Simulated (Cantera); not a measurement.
Feed: 1 mol SiH4, 0.72 mol N2, held at 752 °C and 98000 Pa.

Cantera equilibrium calculation (NASA polynomials, part measured and part estimated; ideal gas, pure solids and liquids). Candidate condensed phases: Si, Si3N4; 18 gas species. N2 is the only nitrogen source here; it is nearly inert below about 1500 K, so the nitride shown seldom forms there in practice. Rates play no part.

Problem. What is the equilibrium state?

Solution. 
```
Quantity                              Value
--------------------------------  ---------
x(H2)                                 0.974
x(N2)                                0.0259
x(NH3)                              7.51e-5
n(Si3N4(s))                       0.333 mol
gas amount                        2.053 mol
log10 activity of Si(s) (absent)      -5.81
```
